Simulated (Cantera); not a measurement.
A perfectly stirred reactor is fed with H2 : O2 : N2 = 0.71 : 1 : 0.95 (molar parts), equivalence ratio 0.35, at 750 Torr; it is held at 1350 K, and followed from long to short residence time.

Detailed kinetics in Cantera: the H2/O2 subset of GRI-Mech 3.0, which has no nitrogen chemistry. The temperature is held fixed by assumption; the heat of reaction is taken as removed at once.

x: mole fraction; the columns are a selection and need not sum to one.

```csv
τ (s),x H2,x O2,x O,x OH,x H,x HO2
6.8,1.63e-5,0.280,2.66e-6,0.000115,6.01e-8,8.95e-7
3.1,2.78e-5,0.280,4.47e-6,0.000147,1.30e-7,1.49e-6
1.4,___,0.280,___,___,___,___
0.65,8.00e-5,0.280,1.29e-5,0.000242,6.12e-7,4.12e-6
0.30,0.000134,0.280,2.21e-5,0.000311,1.33e-6,6.80e-6
0.14,0.000224,0.280,3.77e-5,0.000397,2.85e-6,1.11e-5
0.063,0.000383,0.280,6.63e-5,0.000513,6.36e-6,1.82e-5
0.029,0.000640,0.280,0.000115,0.000659,1.39e-5,2.89e-5
0.013,___,0.280,___,___,___,___
0.0061,0.00176,0.280,0.000346,0.00111,6.60e-5,6.67e-5
0.0028,0.00286,0.280,0.000593,0.00145,0.000144,9.51e-5
```

Q: What belongs in the gaps?

A: 
- 1.4, x H2: 4.77e-5
- 1.4, x O: 7.64e-6
- 1.4, x OH: 0.000189
- 1.4, x H: 2.85e-7
- 1.4, x HO2: 2.50e-6
- 0.013, x H2: 0.00108
- 0.013, x O: 0.000203
- 0.013, x OH: 0.000857
- 0.013, x H: 3.10e-5
- 0.013, x HO2: 4.53e-5
